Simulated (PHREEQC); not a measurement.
**Acid rinse or clean (model solution)**

Consider water at 25 °C with 0.53 mol HF, 0.00048 mol CaCl2 and 0.0023 mol CuCl2 per kg of water. Closed to the air; pH follows from the charge balance.

All values are PHREEQC results (ion-association model, phreeqc.dat), not measurements.

No solid was allowed to form.

### Question
What pH does the model give?

### Answer
pH 1.51.

### Question
In which forms is Cu present?

### Answer
Cu+2 89 %, CuF+ 10 %, CuCl+ 0.7 % of the Cu.

Examples of supersaturated solids here: Fluorite. Others may be too. Species that the database lacks are ignored.
